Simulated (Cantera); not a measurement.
# Adiabatic ignition

An adiabatic, constant-pressure homogeneous reactor starts with 28.4 % H₂, 7.47 % O₂, 64.1 % N₂, equivalence ratio 1.9, at 1100 K and 8.39 atm.

Model: the H2/O2 subset of GRI-Mech 3.0, which has no nitrogen chemistry, integrated in Cantera. The hydrogen kinetics of GRI-Mech 3.0 are dated; newer H2 mechanisms differ, most at raised pressure.

```
t (s)     T (K)   x H₂     x O₂       x H    x H₂O₂    x H₂O      x OH
--------  -----  -----  -------  --------  --------  -------  --------
4.00e-6    1100  0.284   0.0747  8.88e-10  1.62e-10  3.95e-9  2.64e-11
1.02e-5    1100  0.284   0.0747  9.81e-10   1.17e-9  1.20e-8  2.94e-11
2.60e-5    1100  0.284   0.0747   1.25e-9   7.97e-9  3.70e-8  3.93e-11
6.63e-5    1100  0.284   0.0747   2.27e-9   5.41e-8  1.45e-7  8.10e-11
0.000169   1100  0.284   0.0746   8.46e-9   4.44e-7  1.07e-6  3.65e-10
0.000431   1100  0.284   0.0746   1.46e-7   1.18e-5  3.23e-5   8.07e-9
0.00110    2180  0.145  3.49e-7  0.000978   1.26e-9    0.161  0.000147
0.00280    2182  0.145  1.52e-7  0.000668  5.92e-10    0.161  0.000101
0.00714    2182  0.145  1.52e-7  0.000668  5.92e-10    0.161  0.000101
0.0182     2182  0.145  1.52e-7  0.000668  5.92e-10    0.161  0.000101
0.0464     2182  0.145  1.52e-7  0.000668  5.92e-10    0.161  0.000101
0.118      2182  0.145  1.52e-7  0.000668  5.92e-10    0.161  0.000101
0.302      2182  0.145  1.52e-7  0.000668  5.92e-10    0.161  0.000101
0.769      2182  0.145  1.52e-7  0.000668  5.92e-10    0.161  0.000101
1.96       2182  0.145  1.52e-7  0.000668  5.92e-10    0.161  0.000101
5.00       2182  0.145  1.52e-7  0.000668  5.92e-10    0.161  0.000101
```
x: mole fraction; the columns are a selection and need not sum to one.

```yaml
time_of_steepest_temperature_rise: 0.947 ms
temperature at 5.00 s: 2182 K
equilibrium_temperature: 2182 K
x(H₂) at 5.00 s: 0.145 (gas-phase equilibrium 0.145)
x(O₂) at 5.00 s: 1.52e-7 (gas-phase equilibrium 1.52e-7)
x(H) at 5.00 s: 0.000668 (gas-phase equilibrium 0.000668)
```
